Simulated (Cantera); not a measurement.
**Chlorosilane synthesis and conversion: Si + H2 + HCl**

Feed: 1 mol Si, 0.36 mol H2, 1.6 mol HCl, equilibrated at 1.00 bar.

Equilibrium computed with Cantera from the NASA thermochemical tables; the gas is ideal and each condensed phase is pure. Candidate condensed phases: Si; 19 gas species. The tables' values for SiCl3 are old estimates; treat these amounts as uncertain. The numbers say what is thermodynamically allowed, not how fast it happens.

| T (K) | x H2 | x SiCl4 | x SiHCl3 | x HCl | x SiCl3 | x SiCl2 | n Si(s) |
|---|---|---|---|---|---|---|---|
| 500 | 0.711 | 0.188 | 0.0993 | 2.14e-6 | 5.06e-9 | 1.46e-12 | 0.561 |
| 575 | 0.712 | 0.190 | 0.0963 | 2.08e-5 | 1.42e-7 | 2.33e-10 | 0.562 |
| 650 | 0.713 | 0.191 | 0.0932 | 0.000119 | 1.84e-6 | 1.13e-8 | 0.563 |
| 725 | 0.713 | 0.193 | 0.0903 | 0.000471 | 1.39e-5 | 2.45e-7 | 0.564 |
| 800 | 0.713 | 0.195 | 0.0876 | 0.00143 | 7.19e-5 | 2.95e-6 | 0.565 |
| 875 | 0.712 | 0.195 | 0.0851 | 0.00358 | 0.000278 | 2.29e-5 | 0.566 |
| 950 | 0.710 | 0.195 | 0.0825 | 0.00771 | 0.000865 | 0.000128 | 0.568 |
| 1025 | 0.706 | 0.194 | 0.0797 | 0.0147 | 0.00226 | 0.000549 | 0.571 |
| 1100 | 0.698 | 0.189 | 0.0762 | 0.0256 | 0.00510 | 0.00191 | 0.574 |
| 1175 | 0.687 | 0.181 | 0.0717 | 0.0409 | 0.0102 | 0.00557 | 0.577 |
| 1250 | 0.670 | 0.168 | 0.0656 | 0.0609 | 0.0181 | 0.0139 | 0.577 |
x: gas mole fraction; n: condensed amount in mol.

From 500 K to 1250 K the condensed part is Si(s). The main Si-bearing gas is SiCl4 throughout.
